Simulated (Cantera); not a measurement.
A perfectly stirred reactor is fed with H2 : O2 = 0.057 : 1 (molar parts), equivalence ratio 0.029, at 520 Pa; it is held at 1098 K, and followed from long to short residence time.

Model: the H2/O2 subset of GRI-Mech 3.0, which has no nitrogen chemistry, integrated in Cantera. Radical loss at walls, strong at low pressure, is not modelled. The temperature is held fixed by assumption; the heat of reaction is taken as removed at once.

```
quantity                  before     after
----------------------  --------  --------
x(H2) at τ = 25.0 s      6.42e-5   7.59e-5
x(O2) at τ = 25.0 s        0.943     0.944
x(O) at τ = 25.0 s      0.000941  0.000771
x(H) at τ = 25.0 s       5.50e-5   4.84e-5
x(H2O2) at τ = 25.0 s    3.11e-8   3.30e-8
x(H2) at τ = 0.320 s    0.000836  0.000978
x(O2) at τ = 0.320 s       0.930     0.933
x(O) at τ = 0.320 s       0.0126    0.0103
x(H) at τ = 0.320 s      0.00296   0.00277
x(H2O2) at τ = 0.320 s   4.60e-8   4.86e-8
```

**Question.** Name the change that produced these shifts.
A) pressure from 520 Pa to 2700 Pa
B) temperature 1098 to 900 K
C) temperature 1098 to 925 K
D) temperature 1098 to 1050 K

**Answer.** D, temperature 1098 to 1050 K
